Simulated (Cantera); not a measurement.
A freely propagating, adiabatic, planar premixed flame of CH4 : H2 : O2 : N2 = 1 : 0.14 : 2.76 : 10.4 (molar parts), unburnt at 500 K and 2.50 bar; mixture-averaged transport, grid criteria slope 0.08 and curve 0.16, no radiation.

Cantera simulation using GRI-Mech 3.0 (53 species, 325 reactions); the numbers are that mechanism's predictions, not measurements. Burning velocities carry a grid error of a few per cent, more on coarse grids.

x: mole fraction of selected species; z is measured from the peak of heat release.

```tsv
z (mm)	T (K)	u (m/s)	x CH4	x H2	x O2	x H2O2	x C2H	x HO2
-0.658	501	0.484	0.0699	0.00970	0.193	7.88e-8	<1e-8	1.37e-7
-0.439	506	0.489	0.0696	0.00958	0.193	7.46e-7	<1e-8	1.31e-6
-0.329	521	0.504	0.0687	0.00944	0.192	3.06e-6	<1e-8	5.57e-6
-0.219	598	0.580	0.0643	0.00921	0.186	1.44e-5	<1e-8	3.20e-5
-0.110	962	0.939	0.0440	0.00889	0.155	4.74e-5	<1e-8	0.000161
-0.0548	1320	1.29	0.0236	0.00863	0.121	2.93e-5	<1e-8	0.000216
0	1667	1.64	0.00493	(withheld)	0.0824	1.95e-6	1.97e-8	0.000141
0.0548	1817	1.78	0.000243	(withheld)	0.0626	7.99e-7	<1e-8	3.47e-5
0.110	1881	1.83	7.09e-6	(withheld)	0.0565	6.40e-7	<1e-8	2.00e-5
0.219	1955	1.90	<1e-8	(withheld)	0.0524	4.52e-7	<1e-8	1.22e-5
0.439	2017	1.95	<1e-8	(withheld)	0.0502	2.83e-7	<1e-8	6.15e-6
0.878	2053	1.98	<1e-8	(withheld)	0.0493	1.74e-7	<1e-8	3.05e-6
1.76	2067	1.99	<1e-8	(withheld)	0.0490	1.29e-7	<1e-8	2.07e-6
```

Some entries are withheld; supply them.


- 0, x H2: 0.00711
- 0.0548, x H2: 0.00434
- 0.110, x H2: 0.00316
- 0.219, x H2: 0.00229
- 0.439, x H2: 0.00126
- 0.878, x H2: 0.000545
- 1.76, x H2: 0.000259
